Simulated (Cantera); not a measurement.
**MgF₂ + H₂O + H₂ (halide evaporation, hydrolysis and transport)**

A closed system holds: 1 mol MgF₂, 1.3 mol H₂O, 22 mol H₂, at 0.000825 Torr.

These are equilibrium values from Cantera (NASA tables, ideal gas, pure condensed phases), not measurements of a reactor. Candidate condensed phases: H₂O, Mg, MgF₂, MgO, Mg(OH)₂; 31 gas species. Rates play no part.

From 1427 °C to 1877 °C nothing is condensed. The main Mg-bearing gas is Mg throughout.

```csv
T (°C),x H,x H₂,x HF,x H₂O,x Mg,x O,x OH,x F
1427,0.119,0.721,0.0742,0.0478,0.0370,5.42e-5,0.000409,1.20e-6
1502,0.219,0.630,0.0702,0.0445,0.0351,0.000261,0.000963,3.59e-6
1577,0.363,0.499,0.0645,0.0386,0.0322,0.00115,0.00208,9.98e-6
1652,0.534,0.343,0.0574,0.0287,0.0287,0.00448,0.00386,2.68e-5
1727,0.692,0.199,0.0503,0.0144,0.0252,0.0126,0.00498,7.19e-5
1802,0.803,0.0999,0.0452,0.00400,0.0227,0.0212,0.00367,0.000200
1877,0.862,0.0460,0.0423,0.000777,0.0214,0.0249,0.00188,0.000575
```
x: gas mole fraction; nothing condenses.
